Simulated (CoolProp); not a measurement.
The numbers come from the reference Helmholtz-energy equation of state, Akasaka 2015 in CoolProp.

**Question.** For R245fa, give the phase and the density (kg/m³), cp (kJ/(kg K)), fugacity coefficient at -39.55 °C and 0.0393 MPa.

**Answer.** 
- -39.55 °C and 0.0393 MPa: liquid; density 1500, cp 1.19, fugacity coefficient 0.153
